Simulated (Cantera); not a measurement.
An adiabatic, constant-pressure homogeneous reactor starts with CH₄ : O₂ : N₂ : CO₂ = 1 : 2.53 : 9.52 : 0.45 (molar parts), at 1800 K and 120000 Pa. Integrator tolerance rtol = 1e-08.

Cantera simulation using GRI-Mech 3.0 (53 species, 325 reactions); the numbers are that mechanism's predictions, not measurements.

```json
[
 {"quantity": "time of steepest temperature rise", "before": "97.6 µs", "after": "25.8 ms"},
 {"quantity": "temperature at 8.00 s", "before": "2735 K", "after": "2486 K"},
 {"quantity": "equilibrium temperature", "before": "2735 K", "after": "2486 K"},
 {"quantity": "x(CH₄) at 8.00 s", "before": "<1e-12 (gas-phase equilibrium <1e-12)", "after": "<1e-12 (gas-phase equilibrium <1e-12)"},
 {"quantity": "x(O₂) at 8.00 s", "before": "0.0447 (gas-phase equilibrium 0.0447)", "after": "0.0396 (gas-phase equilibrium 0.0396)"},
 {"quantity": "x(CO₂) at 8.00 s", "before": "0.0692 (gas-phase equilibrium 0.0692)", "after": "0.0915 (gas-phase equilibrium 0.0915)"},
 {"quantity": "x(C₂H₂) at 8.00 s", "before": "<1e-12 (gas-phase equilibrium <1e-12)", "after": "<1e-12 (gas-phase equilibrium <1e-12)"},
 {"quantity": "x(HO₂) at 8.00 s", "before": "9.01e-6 (gas-phase equilibrium 9.01e-6)", "after": "4.83e-6 (gas-phase equilibrium 4.83e-6)"},
 {"quantity": "x(H₂) at 8.00 s", "before": "0.00886 (gas-phase equilibrium 0.00886)", "after": "0.00351 (gas-phase equilibrium 0.00351)"}
]
```

Question: What was changed between the two runs?
A. initial temperature 1800 to 1225 K
B. CH4 1 to 0.4 parts
C. initial temperature 1800 to 1523 K
D. pressure from 120000 Pa to 100000 Pa

Answer: A, initial temperature 1800 to 1225 K
